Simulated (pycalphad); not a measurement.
CALPHAD calculation (pycalphad, COST 507 light-alloy database (1999)), 1 atm. These are 1990s assessments: newer ones move some temperatures and phases. Diffusion is slow at the low end, where real alloys seldom reach equilibrium.

Problem. How does the equilibrium phase assembly of Ti-13.42Hf-0.31B (at.%) change on cooling from 2850 K to 530 K?

Solution. 
```csv
T (K),phases above,phases below
1920.3,LIQUID,BCC_A2 + LIQUID
1818.9,BCC_A2 + LIQUID,BCC_A2 + BM + LIQUID
1818.9,BCC_A2 + BM + LIQUID,BCC_A2 + BM
1080.6,BCC_A2 + BM,BCC_A2 + BM + HCP_A3
1075.8,BCC_A2 + BM + HCP_A3,BM + HCP_A3
```
Changes were sought between steps of 40 K, so a narrower field can be missed.

Database names, with the compositions (at.%) that they take in these runs: BM: Ti 48-50 B 50 Hf 0-2. BCC_A2 is bcc; HCP_A3 is hcp.
